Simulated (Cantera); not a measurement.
A jet of CH4 : O2 : N2 = 0.078 : 0.1 : 0.79 (molar parts), equivalence ratio 1.6 at 300 K and 68.3 Torr hits a platinum plate 3.2 cm away at a mass flux of 0.081 kg/m²/s; the plate temperature is set and raised in steps from an oxygen-covered start.

Detailed kinetics in Cantera: Deutschmann's 1995 Pt surface mechanism with GRI-Mech 3.0 gas chemistry. Catalytic surfaces can have several steady states; this one follows from the mechanism file's or the stated starting coverage.

x: mole fraction at the wall; θ: surface coverage.

| plate T (K) | wall x CH4 | wall x O2 | wall x H2O | wall x OH | wall x CO | wall x CO2 | θ free Pt | θ H* | θ CO* | θ C* |
|---|---|---|---|---|---|---|---|---|---|---|
| 950 | 0.0173 | ? | 0.107 | <1e-8 | 0.0654 | 0.000534 | 0.565 | 0.00135 | 0.259 | 0.175 |
| 1000 | 0.0120 | ? | 0.105 | <1e-8 | 0.0706 | 0.000829 | 0.697 | 0.00191 | 0.187 | 0.115 |
| 1050 | 0.00874 | ? | 0.103 | <1e-8 | 0.0728 | 0.00201 | 0.826 | 0.00202 | 0.129 | 0.0434 |
| 1100 | 0.00743 | 0.00317 | 0.101 | <1e-8 | 0.0722 | 0.00431 | 0.905 | 0.00190 | 0.0778 | 0.0155 |
| 1150 | 0.00691 | 0.00303 | 0.0978 | 1.26e-8 | 0.0698 | 0.00771 | 0.948 | 0.00174 | 0.0445 | 0.00611 |
| 1200 | 0.00674 | 0.00303 | 0.0943 | 3.37e-8 | 0.0663 | 0.0120 | 0.971 | 0.00158 | 0.0251 | 0.00267 |
| 1250 | 0.00672 | 0.00308 | 0.0904 | 8.07e-8 | 0.0620 | 0.0170 | 0.983 | 0.00145 | 0.0143 | 0.00127 |

What belongs in the gaps?


- 950, wall x O2: 0.00668
- 1000, wall x O2: 0.00475
- 1050, wall x O2: 0.00360
